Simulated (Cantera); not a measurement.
## Equilibrium for tantalum, niobium, vanadium and zirconium in process gases: Ta + CO2 + H2

Feed: 1 mol Ta, 7.5 mol CO2, 13 mol H2.

These are equilibrium values from Cantera (NASA tables, ideal gas, pure condensed phases), not measurements of a reactor. Candidate condensed phases: C, C6H6, C7H8, C8H18, H2O, Ta, TaC, Ta2O5; 113 gas species. Rates play no part.

Stable condensed phases:

```
T in °C \ P in Pa
            0.10     1.5      22     320    4600   68000 1000000
   2002        A       A       B       B       B       B       B
   1902        A       A       B       B       B       B       B
   1802        A       B       B       B       B       B       B
   1702        A       B       B       B       B       B       B
   1602        B       B       B       B       B       B       B
   1502        B       B       B       B       B       B       B
   1402        B       B       B       B       B       B       B
   1302        B       B       B       B       B       B       B
   1202        B       B       B       B       B       B       B
   1102        B       B       B       B       B       B       B
   1002        B       B       B       B       B       B       B
    902        B       B       B       B       B       B       B
```

A: gas only; B: Ta2O5.
